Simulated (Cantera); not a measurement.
Input: 1 mol HCl, 0.15 mol H2O, 49 mol N2, held at 10.0 mbar.

These are equilibrium values from Cantera (NASA tables, ideal gas, pure condensed phases), not measurements of a reactor. Candidate condensed phases: H2O, NH4Cl; 29 gas species. Kinetics and transport are ignored.

log p: log10 of the partial pressure in bar; nothing condenses.

```
T (°C)  log p N2  log p H  log p Cl  log p O   log p HCl    log p H2     log p N
------  --------  -------  --------  -------  ----------  ----------  ----------
2400       -2.02    -3.70     -3.75    -4.69       -4.72       -4.82       -6.89
2450       -2.02    -3.67     -3.74    -4.66  (withheld)  (withheld)  (withheld)
2500       -2.02    -3.65     -3.73    -4.64       -4.97       -5.05       -6.55
2550       -2.02    -3.64     -3.73    -4.62       -5.10       -5.17       -6.39
2600       -2.02    -3.63     -3.72    -4.61       -5.23       -5.30       -6.24
2650       -2.02    -3.62     -3.72    -4.60       -5.36       -5.42       -6.09
2700       -2.02    -3.61     -3.72    -4.59       -5.49       -5.55       -5.94
2750       -2.02    -3.61     -3.72    -4.58       -5.62       -5.68       -5.80
2800       -2.02    -3.61     -3.72    -4.58       -5.74       -5.80       -5.67
2850       -2.02    -3.60     -3.71    -4.57  (withheld)  (withheld)  (withheld)
2900       -2.02    -3.60     -3.71    -4.57       -5.98       -6.04       -5.41
2950       -2.02    -3.60     -3.71    -4.56       -6.09       -6.15       -5.29
```

Q: Fill in the missing entries.

A: 
- 2850, log p HCl: -5.86
- 2850, log p H2: -5.92
- 2850, log p N: -5.54
- 2450, log p HCl: -4.84
- 2450, log p H2: -4.93
- 2450, log p N: -6.72
